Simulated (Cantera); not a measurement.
# Ammonia decomposition in nitride growth gas

An isothermal, constant-pressure homogeneous reactor starts with NH3 : H2 = 1 : 0.3 (molar parts), at 2025 K and 143 Torr.

Model: the gas-phase N/H chemistry of the illustrative SiF4/NH3 mechanism in the Surface Chemkin manual (1991), integrated in Cantera. Walls and surfaces, which speed up NH3 decomposition in real reactors, are not modelled.

```
t (s)        x NH3   x H2   x N2H4    x N2H2      x N2     x NH       x H
--------  --------  -----  -------  --------  --------  -------  --------
4.00e-5      0.769  0.231  1.51e-9   4.38e-8   2.14e-8  2.53e-7   1.54e-5
0.000150     0.768  0.231  2.00e-8   8.97e-7   7.52e-6  3.45e-6   5.47e-5
0.000559     0.766  0.232  1.01e-7   6.38e-6  0.000496  1.58e-5  0.000123
0.00209      0.754  0.241  1.07e-7   6.91e-6   0.00376  1.71e-5  0.000134
0.00782      0.713  0.270  9.87e-8   6.31e-6    0.0155  1.71e-5  0.000153
0.0293       0.584  0.363  7.46e-8   4.66e-6    0.0520  1.68e-5  0.000217
0.109        0.306  0.562  3.14e-8   1.96e-6     0.130  1.46e-5  0.000414
0.409       0.0478  0.747  2.64e-9   2.26e-7     0.204  8.31e-6   0.00102
1.53      0.000254  0.779   <1e-12  2.06e-10     0.217  5.97e-7   0.00388
5.72       2.91e-5  0.779   <1e-12  2.88e-12     0.217  6.98e-8   0.00392
21.4       6.79e-6  0.779   <1e-12    <1e-12     0.217  1.63e-8   0.00392
80.0       1.99e-6  0.779   <1e-12    <1e-12     0.217  4.78e-9   0.00392
```
x: mole fraction; the columns are a selection and need not sum to one.

Equilibrium at this temperature and pressure: NH3 1.17e-6, H2 0.779, N2H4 <1e-12, N2H2 <1e-12, N2 0.217, NH 2.81e-9, H 0.00392 (gas phase only).
